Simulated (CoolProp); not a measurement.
Vapour pressure (bar) of dimethyl carbonate: the reference equation beside estimates from Tc = 557.0 K, pc = 49.09 bar, ω = 0.346.

Model: reference Helmholtz-energy equation of state, Zhou 2011, in CoolProp.

| T (K) | reference | Redlich-Kwong | Peng-Robinson |
|---|---|---|---|
| 330.1 | 0.3097 | 0.8819 | 0.3074 |
| 344.1 | 0.5283 | 1.357 | 0.5241 |
| 358.1 | 0.8573 | 2.004 | 0.8513 |
| 372.1 | 1.332 | 2.857 | 1.325 |
| 386.1 | 1.995 | 3.950 | 1.989 |
| 400.1 | 2.889 | 5.318 | 2.890 |
| 414.1 | 4.066 | 6.995 | 4.082 |
| 428.1 | 5.579 | 9.015 | 5.622 |

Absolute difference from the reference over all 8 rows, mean and median: Redlich-Kwong 113.2 and 106.2 %, Peng-Robinson 0.5 and 0.6 %.
